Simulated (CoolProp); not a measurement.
20 sccm (0 °C, 1 atm) of nitrogen bubbles through liquid n-pentane at 277 K and leaves saturated at a total pressure of 0.15 MPa (ideal gas phase). Each further row changes one setting.

The numbers come from the reference Helmholtz-energy equation of state, Thol 2019 in CoolProp.

```tsv
case	vapour pressure (kPa)	mole fraction of vapour	delivery (mg/min)	delivery (sccm)	change of delivery for a bath 1 K warmer (%)
as stated	29.1	0.194	15.5	4.81	5.6
bath temperature 282 K	36.1	0.240	20.4	6.33	5.7
total pressure 0.3 MPa	29.1	0.0969	6.90	2.14	5.0
```
